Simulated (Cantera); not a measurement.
Input (Python, Cantera):

```python
import numpy as np
import cantera as ct

gas = ct.Solution("gri30.yaml", transport_model="multicomponent")
show = ['OH', 'CO2', 'CH4']

rows = []
print(f"{'T/K':>7s}{'rho':>11s}{'cp':>10s}{'mu':>11s}{'lambda':>11s}{'Pr':>7s}" + "".join(f"{'D_' + s:>11s}" for s in show))
for T in [400, 600, 800, 1000, 1200, 1400, 1600, 1800, 2000]:
    gas.TPX = T, 100000, {'N2O': 0.58}
    Pr = gas.cp_mass * gas.viscosity / gas.thermal_conductivity
    D = [gas.mix_diff_coeffs_mole[gas.species_index(s)] for s in show]
    rows.append([gas.density, gas.cp_mass, gas.viscosity, gas.thermal_conductivity, Pr, *D])
    print(f"{T:7g}{gas.density:11.4e}{gas.cp_mass:10.1f}{gas.viscosity:11.4e}"
          f"{gas.thermal_conductivity:11.4e}{Pr:7.3f}" + "".join(f"{d:11.4e}" for d in D))
print("SI units: kg/m3, J/kg/K, Pa s, W/m/K, m2/s")
```

It prints:

```
    T/K        rho        cp         mu     lambda     Pr       D_OH      D_CO2      D_CH4
    400 1.3234e+00     970.3 1.9459e-05 2.5299e-02  0.746 4.1611e-05 1.9465e-05 2.9455e-05
    600 8.8226e-01    1101.3 2.7324e-05 4.0429e-02  0.744 8.4362e-05 4.1016e-05 6.0777e-05
    800 6.6169e-01    1191.6 3.4048e-05 5.4682e-02  0.742 1.3778e-04 6.8345e-05 1.0013e-04
   1000 5.2935e-01    1254.7 4.0022e-05 6.7878e-02  0.740 2.0073e-04 1.0073e-04 1.4659e-04
   1200 4.4113e-01    1294.3 4.5464e-05 7.9761e-02  0.738 2.7246e-04 1.3771e-04 1.9956e-04
   1400 3.7811e-01    1326.8 5.0510e-05 9.1048e-02  0.736 3.5240e-04 1.7895e-04 2.5859e-04
   1600 3.3085e-01    1353.3 5.5249e-05 1.0177e-01  0.735 4.4013e-04 2.2419e-04 3.2336e-04
   1800 2.9409e-01    1374.6 5.9744e-05 1.1197e-01  0.733 5.3529e-04 2.7325e-04 3.9360e-04
   2000 2.6468e-01    1391.6 6.4041e-05 1.2168e-01  0.732 6.3760e-04 3.2598e-04 4.6910e-04
SI units: kg/m3, J/kg/K, Pa s, W/m/K, m2/s
```

Cantera simulation using GRI-Mech 3.0 (53 species, 325 reactions); the numbers are that mechanism's predictions, not measurements. The composition is frozen, though it would react at the higher temperatures.
